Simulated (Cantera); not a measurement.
A closed system holds: 1 mol HMDSO, 0.86 mol H₂O, at 1375 K and 0.940 bar.

These are equilibrium values from Cantera (NASA tables, ideal gas, pure condensed phases), not measurements of a reactor. The feed counts by its element totals alone. Mutual solubility and eutectic melting of coexisting phases are not modelled. The tables hold silica as quartz up to 1696 K and as liquid above; real silica turns to tridymite and cristobalite and melts near 1996 K. Rates play no part.

```json
[
 {"species": "H₂", "before": "0.993", "after": "0.840"},
 {"species": "CO", "before": "0.00270", "after": "0.157"},
 {"species": "SiO", "before": "2.99e-6", "after": "0.00122"},
 {"species": "CH₄", "before": "0.00461", "after": "0.000346"},
 {"species": "H", "before": "3.52e-6", "after": "0.000904"},
 {"species": "C₂H₂ (acetylene)", "before": "1.76e-6", "after": "0.000384"},
 {"species": "H₂O", "before": "1.16e-5", "after": "1.99e-5"},
 {"species": "C(graphite), mol", "before": "4.84", "after": "2.16"},
 {"species": "SiC(s), mol", "before": "1.08", "after": "1.99"},
 {"species": "SiO₂(β-quartz), mol", "before": "0.917", "after": "0"}
]
```
Gas species are given as mole fractions.

Name the change that produced these shifts.
(A) temperature from 1375 K to 1525 K
(B) temperature from 1375 K to 1925 K
(C) temperature from 1375 K to 1475 K
(D) pressure from 0.940 bar to 13.3 mbar

B, temperature from 1375 K to 1925 K
